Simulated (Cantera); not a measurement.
# MgO + HF + H2 (oxide etching and cleaning by halides)

Charge: 1 mol MgO, 37 mol HF, 6.5 mol H2, at 1.00 bar.

Cantera equilibrium calculation (NASA polynomials, part measured and part estimated; ideal gas, pure solids and liquids). Candidate condensed phases: H2O, Mg, MgF2, MgO, Mg(OH)2; 31 gas species. Rates play no part.

From 650 K to 1450 K the condensed part is MgF2(s). From 1550 K to 1650 K the condensed part is MgF2(l).

```csv
T (K),x HF,x H2,x H2O,x MgF2,x H2F2,n MgF2(s),n MgF2(l)
650,0.823,0.153,0.0235,<1e-12,0.000181,1.00,0
750,0.823,0.153,0.0235,<1e-12,8.70e-5,1.00,0
850,0.823,0.153,0.0235,<1e-12,4.97e-5,1.00,0
950,0.823,0.153,0.0235,1.29e-12,3.21e-5,1.00,0
1050,0.824,0.153,0.0235,1.30e-10,2.26e-5,1.00,0
1150,0.824,0.153,0.0235,5.79e-9,1.70e-5,1.00,0
1250,0.824,0.153,0.0235,1.37e-7,1.35e-5,1.000,0
1350,0.824,0.153,0.0235,2.00e-6,1.11e-5,1.000,0
1450,0.824,0.153,0.0235,1.98e-5,9.37e-6,0.999,0
1550,0.823,0.153,0.0235,0.000138,8.13e-6,0,0.994
1650,0.823,0.153,0.0235,0.000589,7.20e-6,0,0.975
```
x: gas mole fraction; n: condensed amount in mol.
